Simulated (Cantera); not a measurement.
A closed system holds: 1 mol Si₃N₄, 0.73 mol CO₂, 2.1 mol N₂, held at 875 °C and 75.0 Torr.

These are equilibrium values from Cantera (NASA tables, ideal gas, pure condensed phases), not measurements of a reactor. Candidate condensed phases: C, Si, SiC, SiO₂, Si₂N₂O, Si₃N₄; 34 gas species. Mutual solubility and eutectic melting of coexisting phases are not modelled. Equilibrium is a limit: real reactors are often held back by kinetics, nucleation or transport.

Base state: N₂ 1.00 (mole fractions); condensed: C(graphite) + Si₂N₂O(s) + Si₃N₄(s).

Q: What changes in the equilibrium state with this change: pressure from 75.0 Torr to 0.000825 Torr?

A: 
```csv
species,before,after
N₂,1.00,0.929
CO,1.29e-7,0.0705
SiO,<1e-9,3.36e-5
"C(graphite), mol",0.730,0
"Si₂N₂O(s), mol",1.46,1.24
"Si₃N₄(s), mol",0.0267,0
"SiC(s), mol",0,0.513
```

Q: What changes in the equilibrium state with this change: temperature from 875 °C to 1802 °C?

A: 
| species | before | after |
|---|---|---|
| N₂ | 1.00 | 0.737 |
| SiO | <1e-9 | 0.179 |
| CO | 1.29e-7 | 0.0834 |
| Si | <1e-9 | 0.00102 |
| Si₂N | <1e-9 | 7.43e-5 |
| SiN | <1e-9 | 6.06e-5 |
| C(graphite), mol | 0.730 | 0 |
| Si₂N₂O(s), mol | 1.46 | 0 |
| Si₃N₄(s), mol | 0.0267 | 0 |
| Si(l), mol | 0 | 1.73 |
| SiC(s), mol | 0 | 0.266 |
The tables' values for SiN are old estimates; treat these amounts as uncertain.

Q: What changes in the equilibrium state with this change: temperature from 875 °C to 1525 °C?

A: 
```
species            before    after
----------------  -------  -------
N₂                   1.00    0.927
CO                1.29e-7   0.0689
SiO                 <1e-9  0.00385
C(graphite), mol    0.730        0
Si₂N₂O(s), mol       1.46     1.24
Si₃N₄(s), mol      0.0267        0
SiC(s), mol             0    0.517
```
